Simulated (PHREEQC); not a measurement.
Acid rinse or clean: an equilibrium model

Make-up at 85 °C: 0.018 mol/kgw HBr and 0.056 mol/kgw NiCl2. Closed to the air; pH follows from the charge balance.

Model: ion-association model, wateq4f.dat, run in PHREEQC.

Each row changes one thing in this solution. Precipitation was switched off in this run.

```
case                                            pH  ionic strength (mol/kgw)  Cl- (mol/kgw)  Br- (mol/kgw)
--------------------------------------------  ----  ------------------------  -------------  -------------
as made                                       1.85                     0.175          0.107         0.0172
HBr replaced by ZnBr2 at the same molality    4.82                     0.195         0.0995         0.0345
HBr from 0.018 to 0.0036 mol/kgw              2.55                     0.162          0.107        0.00344
NiCl2 replaced by CaCl2 at the same molality  1.85                     0.186          0.112         0.0180
HBr from 0.018 to 0.027 mol/kgw               1.68                     0.184          0.107         0.0259
NiCl2 from 0.056 to 0.0056 mol/kgw            1.81                    0.0344         0.0111         0.0179
NiCl2 replaced by MnCl2 at the same molality  1.85                     0.173          0.105         0.0180
```

At this temperature some constants are extrapolated from 25 °C, and those without enthalpy data are left unchanged.
